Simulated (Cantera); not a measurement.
A closed system holds: 1 mol SiC, 2.7 mol H2O, 7.8 mol H2, held at 0.00140 bar.

These are equilibrium values from Cantera (NASA tables, ideal gas, pure condensed phases), not measurements of a reactor. Candidate condensed phases: C, C6H6, C7H8, C8H18, H2O, Si, SiC, SiO2; 123 gas species. Mutual solubility and eutectic melting of coexisting phases are not modelled. The tables hold silica as quartz up to 1696 K and as liquid above; real silica turns to tridymite and cristobalite and melts near 1996 K. Rates play no part.

Question: Which condensed phases are stable at each of these points (T (K)): 1198, 1298, 1398, 1498, 1598, 1698, 1798, 1898, 1998?

Answer: 
```csv
T (K),condensed phases,Si condensed (%)
1198,C(graphite) + SiO2(β-quartz),100.0
1298,SiC(s) + SiO2(β-quartz),99.5
1398,SiC(s) + SiO2(β-quartz),87.0
1498,SiO2(β-quartz),70.0
1598,SiO2(β-quartz),69.3
1698,SiO2(condensed),63.4
1798,SiO2(condensed),38.8
1898,gas only,0.0
1998,gas only,0.0
```

At 1198 K the condensed part is C(graphite) + SiO2(β-quartz). From 1298 K to 1398 K the condensed part is SiC(s) + SiO2(β-quartz). From 1498 K to 1598 K the condensed part is SiO2(β-quartz). From 1698 K to 1798 K the condensed part is SiO2(condensed). From 1898 K to 1998 K nothing is condensed.
